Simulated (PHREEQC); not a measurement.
Solution (65 °C): 0.047 mol/kgw H2S and 0.066 mol/kgw NaOH. Closed to the air; pH follows from the charge balance.

Computed with PHREEQC (ion-association model, phreeqc.dat).

No solid was allowed to form.

Q: Predict the pH, ionic strength, specific conductance.

A: pH 10.85; ionic strength 0.0735 mol/kgw; specific conductance 15300 µS/cm.

With this much S-2 the pH rests on the database's HS-/S-2 constant; if that pK is higher, the solution is more alkaline. Constants without temperature data keep their 25 °C values here. The database's pK near 12.9 for HS-/S-2 is now thought far too low, so its S-2 is overstated.
